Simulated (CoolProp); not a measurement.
Vapour-liquid equilibrium of diethyl ether (1) + methanol (2) at 1.23 MPa; x and y are mole fractions of (1).

The numbers come from the multi-fluid Helmholtz-energy mixture model, Thol 2014 and de Reuck 1993; pair parameters Bell 2016 in CoolProp.

Question: Give the bubble temperature and the first vapour's composition at x = 0.125, 0.35, 0.5. Is there an azeotrope?

Answer: x = 0.125: 411.1 K, y = 0.229; x = 0.35: 403.9 K, y = 0.467; x = 0.5: 401.4 K, y = 0.574. y crosses x between x = 0.725 and 0.8: the model has an azeotrope there.

The pair parameters rest on a limited set of measurements; away from them the model extrapolates.
